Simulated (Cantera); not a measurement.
Feed: 1 mol C2H5OH, 0.43 mol CO2, 24 mol N2, at 975 K and 5.40 Torr.

These are equilibrium values from Cantera (NASA tables, ideal gas, pure condensed phases), not measurements of a reactor. Candidate condensed phases: C, C6H6, C7H8, C8H18, H2O; 136 gas species. Rates play no part.

Base state: N2 0.832, H2 0.104, CO 0.0644, H2O 2.89e-5, CO2 2.87e-5 (mole fractions); condensed: C(graphite).

Problem. What changes in the equilibrium state with this change: temperature from 975 K to 1898.15 K?

Solution. 
```
species            before     after
----------------  -------  --------
N2                  0.832     0.829
H2                  0.104     0.101
CO                 0.0644    0.0644
H                 4.35e-9   0.00293
HCN               1.01e-6   0.00279
HNC               1.24e-9  0.000131
C2H2 (acetylene)    <1e-9   3.80e-5
CO2               2.87e-5   1.28e-9
C(graphite), mol    0.571     0.483
```

Problem. What changes in the equilibrium state with this change: temperature from 975 K to 600 K?

Solution. 
| species | before | after |
|---|---|---|
| N2 | 0.832 | 0.872 |
| H2 | 0.104 | 0.0763 |
| H2O | 2.89e-5 | 0.0248 |
| CO | 0.0644 | 0.00221 |
| CO2 | 2.87e-5 | 0.0203 |
| CH4 | 9.77e-6 | 0.00396 |
| C(graphite), mol | 0.571 | 1.70 |
